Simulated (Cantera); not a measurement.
An adiabatic, constant-volume homogeneous reactor starts with C₃H₈ : O₂ : N₂ = 1 : 8.77 : 33 (molar parts), equivalence ratio 0.57, at 1350 K and 6.80 bar. Integrator tolerance rtol = 1e-08.

Detailed kinetics in Cantera: GRI-Mech 3.0 (53 species, 325 reactions). GRI-Mech 3.0 was tuned for natural gas; its chemistry of propane as a main component is partial and can be far from experiment.

### Question
What does this change do: pressure from 6.80 bar to 1.01 bar?

### Answer
```json
[
 {"quantity": "time of steepest temperature rise", "before": "0.153 ms", "after": "0.394 ms"},
 {"quantity": "temperature at 4.00 s", "before": "2693 K", "after": "2617 K"},
 {"quantity": "equilibrium temperature", "before": "2693 K", "after": "2617 K"},
 {"quantity": "x(C₃H₈) at 4.00 s", "before": "<1e-12 (gas-phase equilibrium <1e-12)", "after": "<1e-12 (gas-phase equilibrium <1e-12)"},
 {"quantity": "x(O₂) at 4.00 s", "before": "0.0762 (gas-phase equilibrium 0.0762)", "after": "0.0776 (gas-phase equilibrium 0.0776)"},
 {"quantity": "x(NO) at 4.00 s", "before": "0.0184 (gas-phase equilibrium 0.0184)", "after": "0.0165 (gas-phase equilibrium 0.0165)"},
 {"quantity": "x(C₂H₆) at 4.00 s", "before": "<1e-12 (gas-phase equilibrium <1e-12)", "after": "<1e-12 (gas-phase equilibrium <1e-12)"},
 {"quantity": "x(O) at 4.00 s", "before": "0.00260 (gas-phase equilibrium 0.00260)", "after": "0.00493 (gas-phase equilibrium 0.00493)"}
]
```

### Question
What does this change do: constant pressure in place of constant volume?

### Answer
```tsv
quantity	before	after
time of steepest temperature rise	0.153 ms	0.164 ms
temperature at 4.00 s	2693 K	2467 K
equilibrium temperature	2693 K	2467 K
x(C₃H₈) at 4.00 s	<1e-12 (gas-phase equilibrium <1e-12)	<1e-12 (gas-phase equilibrium <1e-12)
x(O₂) at 4.00 s	0.0762 (gas-phase equilibrium 0.0762)	0.0789 (gas-phase equilibrium 0.0789)
x(NO) at 4.00 s	0.0184 (gas-phase equilibrium 0.0184)	0.0130 (gas-phase equilibrium 0.0130)
x(C₂H₆) at 4.00 s	<1e-12 (gas-phase equilibrium <1e-12)	<1e-12 (gas-phase equilibrium <1e-12)
x(O) at 4.00 s	0.00260 (gas-phase equilibrium 0.00260)	0.00133 (gas-phase equilibrium 0.00133)
```
